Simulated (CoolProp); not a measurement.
The numbers come from the reference Helmholtz-energy equation of state, Wu 2011 in CoolProp.

Q: For dimethyl ether, give the phase and the cp (kJ/(kg K)), cv (kJ/(kg K)), isothermal compressibility (1/MPa), viscosity (µPa s) at 408.8 K and 5.92 MPa; 452.6 K and 5.92 MPa; 481.7 K and 5.92 MPa.

A: 
- 408.8 K and 5.92 MPa: supercritical; cp 12.2, cv 2.07, isothermal compressibility 1.04, viscosity 21.1
- 452.6 K and 5.92 MPa: supercritical; cp 2.68, cv 1.87, isothermal compressibility 0.255, viscosity 17.4
- 481.7 K and 5.92 MPa: supercritical; cp 2.45, cv 1.90, isothermal compressibility 0.221, viscosity 18.0

Viscosity comes from a separate model (Meng 2012).
